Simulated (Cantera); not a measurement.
Standard-state values (1 bar) from the NASA 1993 polynomials, evaluated with Cantera. Values are per mole of reaction as written; species without (g) are pure solids or liquids, kept so even where they would boil at 1 bar.

Q: Between 300 and 2548 K, where is each reaction favourable under standard conditions?
- 0.6667 Cr + O₂(g) = 0.6667 CrO₃(g)
- Nb + O₂(g) = NbO₂(g)
- 0.8 Ta + O₂(g) = 0.4 Ta₂O₅

A: 
- 0.6667 Cr + O₂(g) = 0.6667 CrO₃(g): ΔG° is -182 kJ at 300 K and -66 kJ at 2548 K; it stays negative (K > 1). ΔH° is -228 kJ and ΔS° -64 J/K at 2548 K.
- Nb + O₂(g) = NbO₂(g): ΔG° is -209 kJ at 300 K and -254 kJ at 2548 K; it stays negative (K > 1). ΔH° is -224 kJ and ΔS° 12 J/K at 2548 K.
- 0.8 Ta + O₂(g) = 0.4 Ta₂O₅: ΔG° is -764 kJ at 300 K and -409 kJ at 2548 K; it stays negative (K > 1). ΔH° is -728 kJ and ΔS° -126 J/K at 2548 K.
